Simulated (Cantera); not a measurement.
Charge: 1 mol Si₃N₄, 0.43 mol N₂O, 1.8 mol N₂, equilibrated at 10.0 mbar.

Cantera equilibrium calculation (NASA polynomials, part measured and part estimated; ideal gas, pure solids and liquids). Candidate condensed phases: Si, SiO₂, Si₂N₂O, Si₃N₄; 16 gas species. Mutual solubility and eutectic melting of coexisting phases are not modelled. Equilibrium is a limit: real reactors are often held back by kinetics, nucleation or transport.

Q: Which condensed phases are stable at each of these points (T (K)): 1198, 1273, 1348, 1423, 1498, 1573, 1648, 1723, 1798, 1873, 1948?

A: 
| T (K) | condensed phases | Si condensed (%) |
|---|---|---|
| 1198 | Si₂N₂O(s) + Si₃N₄(s) | 100.0 |
| 1273 | Si₂N₂O(s) + Si₃N₄(s) | 100.0 |
| 1348 | Si₂N₂O(s) + Si₃N₄(s) | 100.0 |
| 1423 | Si₂N₂O(s) + Si₃N₄(s) | 100.0 |
| 1498 | Si₂N₂O(s) + Si₃N₄(s) | 100.0 |
| 1573 | Si₂N₂O(s) + Si₃N₄(s) | 100.0 |
| 1648 | Si₂N₂O(s) + Si₃N₄(s) | 99.9 |
| 1723 | Si₂N₂O(s) + Si₃N₄(s) | 99.5 |
| 1798 | Si₂N₂O(s) + Si₃N₄(s) | 97.5 |
| 1873 | Si(l) | 85.5 |
| 1948 | Si(l) | 85.3 |

From 1198 K to 1798 K the condensed part is Si₂N₂O(s) + Si₃N₄(s). From 1873 K to 1948 K the condensed part is Si(l).
